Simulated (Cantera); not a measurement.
An adiabatic, constant-pressure homogeneous reactor starts with CH4 : CO : O2 : N2 : H2O = 1 : 0.5 : 4.5 : 16.9 : 1.3 (molar parts), equivalence ratio 0.50, at 1650 K and 1800000 Pa. Integrator tolerance rtol = 1e-08.

Model: GRI-Mech 3.0 (53 species, 325 reactions), integrated in Cantera. The pressure lies above the range GRI-Mech 3.0 was tuned for (to about 10 atm).

What does this change do: initial temperature 1650 to 1273 K?


| quantity | before | after |
|---|---|---|
| time of steepest temperature rise | 27.3 µs | 1.05 ms |
| temperature at 7.00 s | 2543 K | 2246 K |
| equilibrium temperature | 2543 K | 2246 K |
| x(CH4) at 7.00 s | <1e-12 (gas-phase equilibrium <1e-12) | <1e-12 (gas-phase equilibrium <1e-12) |
| x(CO) at 7.00 s | 0.00226 (gas-phase equilibrium 0.00226) | 0.000405 (gas-phase equilibrium 0.000405) |
| x(O2) at 7.00 s | 0.0852 (gas-phase equilibrium 0.0852) | 0.0890 (gas-phase equilibrium 0.0890) |
| x(H2O) at 7.00 s | 0.133 (gas-phase equilibrium 0.133) | 0.136 (gas-phase equilibrium 0.136) |
| x(HO2) at 7.00 s | 1.92e-5 (gas-phase equilibrium 1.92e-5) | 8.66e-6 (gas-phase equilibrium 8.66e-6) |
